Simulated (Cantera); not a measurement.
An isothermal, constant-pressure homogeneous reactor starts with H₂ : O₂ : N₂ = 0.15 : 1 : 0.41 (molar parts), at 1398 K and 10.00 Torr.

Computed with Cantera and GRI-Mech 3.0 (53 species, 325 reactions). Radical loss at walls, strong at low pressure, is not modelled. The temperature is held fixed by assumption; the heat of reaction is taken as removed at once.

One state of this run: x H₂ = 0.00344; x O₂ = 0.573; x H = 0.0210; x H₂O₂ = 9.15e-8; x OH = 0.00943; x NO = 1.54e-7. x: mole fraction; the columns are a selection and need not sum to one.

Task: Which value of t (s) does it belong to?
A. 0.000233
B. 2.00e-5
C. 0.00271
D. 4.29

Result: C, 0.00271
